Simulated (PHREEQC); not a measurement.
Arsenic or selenium liquor

A solution holds 0.0026 mol/kgw H2SeO4 and 0.00025 mol/kgw NaOH, at 50 °C. Closed to the air; pH follows from the charge balance.

Computed with PHREEQC (ion-association model, wateq4f.dat).

This is a speciation only: nothing precipitates in the calculation.

### Question
What pH does the model give?

### Answer
pH 2.39.

### Question
In which forms is Se present?

### Answer
SeO4-2 79 %, HSeO4- 21 % of the Se.

Away from 25 °C the constants follow the database's enthalpies or fits; those with neither stay at their 25 °C values.
